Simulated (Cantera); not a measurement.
Feed: 1 mol C2H5OH, 0.21 mol O2, 5.4 mol H2, held at 330 Torr.

Cantera equilibrium calculation (NASA polynomials, part measured and part estimated; ideal gas, pure solids and liquids). Candidate condensed phases: C, C6H6, C7H8, C8H18, H2O; 110 gas species. Rates play no part.

Over these rows the condensed part is C(graphite). Partial pressures as log10 of bar:

```csv
T (K),1000/T (1/K),log p C2H2 (acetylene),log p H2,log p CO
1548,0.6460,-5.23,-0.42,-1.20
1648,0.6068,-4.77,-0.42,-1.20
1748,0.5721,?,-0.42,-1.20
1848,0.5411,-4.01,-0.42,-1.20
1948,0.5133,-3.69,-0.43,-1.20
2048,0.4883,-3.41,-0.43,-1.20
```

Fit log p(C2H2 (acetylene)) = a + b·(1000/T) to the five rows, give the apparent enthalpy, and predict the row at 1748 K.

Means: 1000/T = 0.5591, log p = -4.222. Sxy = -0.199406, Sxx = 0.0172612, so b = -11.55 and a = -4.222 − (-11.55)×0.5591 = 2.24.
Apparent enthalpy: −19.145 × (-11.55) = 221 kJ/mol. With the condensed phases at unit activity, 2 C(graphite) + H2(g) = C2H2 (acetylene)(g) links this pressure to the main gases: over the six rows their terms move log p by -0.01 in all, so the slope is close to that reaction's ΔH°. The five rows lie within 0.01 of the line.
Prediction at 1748 K: 2.24 + (-11.55)×0.5721 = -4.37. The computed value is -4.37, 0.00 from the line.
